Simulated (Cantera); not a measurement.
A closed system holds: 1 mol CO, a varied amount of O₂, 18 mol N₂, equilibrated at 2623 K and 75.0 Torr.

These are equilibrium values from Cantera (NASA tables, ideal gas, pure condensed phases), not measurements of a reactor. Candidate condensed phases: C; 24 gas species. Equilibrium is a limit: real reactors are often held back by kinetics, nucleation or transport.

log p: log10 of the partial pressure in bar; nothing condenses.

```tsv
n(O₂) (mol)	log p N₂	log p CO	log p CO₂	log p O	log p NO
0.0074	-1.02	-2.28	[?]	-4.79	-4.87
0.024	-1.02	-2.29	[?]	-4.29	-4.37
0.041	-1.02	-2.30	[?]	-4.06	-4.14
0.058	-1.02	-2.31	[?]	-3.91	-3.99
0.075	-1.02	-2.32	[?]	-3.80	-3.89
0.091	-1.03	-2.32	[?]	-3.72	-3.81
0.11	-1.03	-2.33	[?]	-3.65	-3.73
0.13	-1.03	-2.34	-3.17	-3.58	-3.66
0.14	-1.03	-2.34	-3.14	-3.55	-3.64
0.16	-1.03	-2.35	-3.10	-3.50	-3.58
0.18	-1.03	-2.36	-3.06	-3.45	-3.54
0.19	-1.03	-2.36	-3.04	-3.43	-3.52
0.21	-1.03	-2.37	-3.01	-3.39	-3.48
```

What belongs in the gaps?


- 0.0074, log p CO₂: -4.32
- 0.024, log p CO₂: -3.82
- 0.041, log p CO₂: -3.61
- 0.058, log p CO₂: -3.47
- 0.075, log p CO₂: -3.37
- 0.091, log p CO₂: -3.30
- 0.11, log p CO₂: -3.23
